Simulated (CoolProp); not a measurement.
Vapour-liquid equilibrium of toluene (1) + p-xylene (2) at 85.65 °C; x and y are mole fractions of (1).

The numbers come from the multi-fluid Helmholtz-energy mixture model, Lemmon 2006 and Zhou 2012; pair parameters Bell 2016 in CoolProp.

```json
[
 {"x": "0.05", "bubble pressure, mixture model (MPa)": "0.02074", "bubble pressure, Raoult's law (MPa)": "0.02073", "y, mixture model": "0.113", "y, Raoult's law": "0.114"},
 {"x": "0.2", "bubble pressure, mixture model (MPa)": "0.02498", "bubble pressure, Raoult's law (MPa)": "0.02489", "y, mixture model": "0.378", "y, Raoult's law": "0.378"},
 {"x": "0.35", "bubble pressure, mixture model (MPa)": "0.02922", "bubble pressure, Raoult's law (MPa)": "0.02905", "y, mixture model": "0.567", "y, Raoult's law": "0.567"},
 {"x": "0.5", "bubble pressure, mixture model (MPa)": "(withheld)", "bubble pressure, Raoult's law (MPa)": "0.03321", "y, mixture model": "0.707", "y, Raoult's law": "0.709"},
 {"x": "0.65", "bubble pressure, mixture model (MPa)": "(withheld)", "bubble pressure, Raoult's law (MPa)": "0.03737", "y, mixture model": "(withheld)", "y, Raoult's law": "0.819"},
 {"x": "0.8", "bubble pressure, mixture model (MPa)": "0.04166", "bubble pressure, Raoult's law (MPa)": "0.04152", "y, mixture model": "0.904", "y, Raoult's law": "0.907"},
 {"x": "0.95", "bubble pressure, mixture model (MPa)": "0.04572", "bubble pressure, Raoult's law (MPa)": "0.04568", "y, mixture model": "(withheld)", "y, Raoult's law": "0.979"}
]
```

### Question
Fill in the missing entries.

### Answer

- 0.5, bubble pressure, mixture model (MPa): 0.03343
- 0.65, bubble pressure, mixture model (MPa): 0.03757
- 0.65, y, mixture model: 0.816
- 0.95, y, mixture model: 0.978

The largest gap from Raoult's law is +0.7 % in bubble pressure, at x = 0.5. No azeotrope shows between x = 0.05 and 0.95.

Pair parameters are fitted to limited data, so mixtures are less certain than the pure fluids.
